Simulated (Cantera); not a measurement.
A closed system holds: 1 mol C₂H₆, 0.84 mol O₂, 1.6 mol H₂, equilibrated at 1175 K and 1200000 Pa.

Cantera equilibrium calculation (NASA polynomials, part measured and part estimated; ideal gas, pure solids and liquids). Kinetics and transport are ignored.

| species | before | after |
|---|---|---|
| H₂ | 0.618 | 0.951 |
| CH₄ | 0.0877 | 0.0242 |
| H₂O | 0.0569 | 0.0193 |
| CO | 0.222 | 0.00568 |
| CO₂ | 0.0160 | 9.01e-5 |
| C(graphite), mol | 0.240 | 0 |
Gas species are given as mole fractions.

What was changed between the two runs?
A) H₂ from 1.6 to 65 mol
B) pressure from 1200000 Pa to 1330 Pa
C) temperature from 1175 K to 2973.15 K
D) O₂ from 0.84 to 0.31 mol

A, H₂ from 1.6 to 65 mol
